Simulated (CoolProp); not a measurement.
Properties of R1234ze(Z) along the isotherm 166.85 °C.

Model: reference Helmholtz-energy equation of state, Akasaka 2019, in CoolProp.

| p (bar) | phase | Z | speed of sound (m/s) | Joule-Thomson coefficient (K/MPa) | isothermal compressibility (1/MPa) | expansivity (1/kK) | fugacity coefficient |
|---|---|---|---|---|---|---|---|
| 5.3 | gas | 0.9495 | 177.8 | 10.48 | 1.990 | 2.729 | 0.9515 |
| 10.6 | gas | 0.8960 | ? | 10.92 | 1.060 | 3.321 | 0.9040 |
| 15.9 | gas | 0.8387 | ? | 11.43 | ? | 4.118 | 0.8574 |
| 21.2 | gas | 0.7767 | 150.6 | 12.03 | 0.6292 | 5.251 | 0.8117 |
| 26.5 | gas | 0.7083 | 140.0 | 12.75 | 0.5698 | 6.992 | ? |
| 31.8 | gas | 0.6309 | 128.1 | 13.61 | ? | 10.03 | ? |
| 37.1 | supercritical | 0.5382 | 114.7 | 14.56 | 0.6345 | 16.67 | 0.6777 |
| 42.4 | supercritical | 0.4153 | 101.3 | ? | 0.8924 | 38.19 | 0.6323 |
| 47.7 | supercritical | 0.2937 | 106.8 | 9.065 | 0.6201 | 46.91 | 0.5856 |
| 53 | supercritical | 0.2685 | ? | 5.097 | 0.2156 | 22.79 | 0.5426 |

### Question
What belongs in the gaps?

### Answer

- 10.6, speed of sound (m/s): 169.4
- 15.9, speed of sound (m/s): 160.4
- 15.9, isothermal compressibility (1/MPa): 0.7627
- 26.5, fugacity coefficient: 0.7667
- 31.8, isothermal compressibility (1/MPa): 0.5645
- 31.8, fugacity coefficient: 0.7222
- 42.4, Joule-Thomson coefficient (K/MPa): 14.44
- 53, speed of sound (m/s): 137.0
